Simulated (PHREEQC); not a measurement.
Model water analysis in mmol/kgw, 20 °C, pH 6.14, pe 9.3: Na 0.0878; K 0.114; Ca 0.129; Mg 0.224; Cl 0.37; S(6) 0.0372; Alkalinity (meq/kgw) 0.487; Cu(2) 0.00117; Sr 0.000509; O(0) (counted as O atoms) 0.00031; Pb 0.0111; Si 0.00937; N(5) 0.000876.

Valence states are taken as typed.

Computed with PHREEQC (ion-association model, wateq4f.dat).

This is a speciation only: nothing precipitates in the calculation.

Problem. Order these Pb species by the share of Pb that they hold, largest first: PbCO3, PbOH+, PbHCO3+, Pb+2, PbSO4.

Solution. Pb+2 (57 %), PbCO3 (22 %), PbHCO3+ (18 %), PbOH+ (1.3 %), PbSO4 (0.81 %)

Problem. Order these Cu species by the share of Cu that they hold, largest first: CuHCO3+, CuCO3, CuOH+, Cu+2, Cu(OH)2.

Solution. Cu+2 (72 %), CuHCO3+ (15 %), CuCO3 (8.9 %), Cu(OH)2 (2.5 %), CuOH+ (0.89 %)

The pH is 6.14 and the ionic strength 0.00131 mol/kgw. Saturation is exceeded, for instance for Cerrusite; the values hold only as long as no solid forms.
